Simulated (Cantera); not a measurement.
A perfectly stirred reactor is fed with 2.30 % C3H8, 20.5 % O2, 77.2 % N2, at 3.30 bar; it is adiabatic with a 575 K inlet, and is followed from long to short residence time, starting on the burning branch (τ in s: 0.078, 0.034, 0.015, 0.0063, 0.0027, 0.0012, 0.00051, 0.00022, 9.4e-05, 4.1e-05, 1.8e-05, 7.6e-06, 3.3e-06).

Computed with Cantera and GRI-Mech 3.0 (53 species, 325 reactions). GRI-Mech 3.0 was tuned for natural gas; its chemistry of propane as a main component is partial and can be far from experiment.

x: mole fraction; the columns are a selection and need not sum to one.

```csv
τ (s),T (K),x C3H8,x O2,x HCO,x C2H2,x NO2,x NO,x O
0.078,1842,4.90e-7,0.0881,___,1.39e-6,1.17e-7,3.29e-5,7.03e-5
0.034,1840,9.63e-7,0.0881,___,2.07e-6,1.02e-7,2.55e-5,0.000107
0.015,1836,1.80e-6,0.0882,___,2.87e-6,9.37e-8,2.15e-5,0.000170
0.0063,1830,3.39e-6,0.0883,___,3.87e-6,8.32e-8,1.84e-5,0.000282
0.0027,1820,6.14e-6,0.0886,___,5.02e-6,6.71e-8,1.52e-5,0.000461
0.0012,1804,1.07e-5,0.0891,___,6.36e-6,4.92e-8,1.20e-5,0.000721
0.00051,1776,1.97e-5,0.0903,___,8.24e-6,3.29e-8,8.81e-6,0.00110
0.00022,1732,3.88e-5,0.0925,___,1.13e-5,2.11e-8,6.02e-6,0.00150
9.4e-5,1646,0.000102,0.0982,___,2.03e-5,1.12e-8,2.85e-6,0.00152
4.1e-5,575,0.0230,0.205,<1e-12,<1e-12,<1e-12,<1e-12,<1e-12
1.8e-5,575,0.0230,0.205,<1e-12,<1e-12,<1e-12,<1e-12,<1e-12
7.6e-6,575,0.0230,0.205,<1e-12,<1e-12,<1e-12,<1e-12,<1e-12
3.3e-6,575,0.0230,0.205,<1e-12,<1e-12,<1e-12,<1e-12,<1e-12
```

Q: Fill in the missing entries.

A: 
- 0.078, x HCO: 4.95e-9
- 0.034, x HCO: 1.16e-8
- 0.015, x HCO: 2.71e-8
- 0.0063, x HCO: 6.77e-8
- 0.0027, x HCO: 1.67e-7
- 0.0012, x HCO: 4.01e-7
- 0.00051, x HCO: 1.00e-6
- 0.00022, x HCO: 2.47e-6
- 9.4e-5, x HCO: 6.08e-6
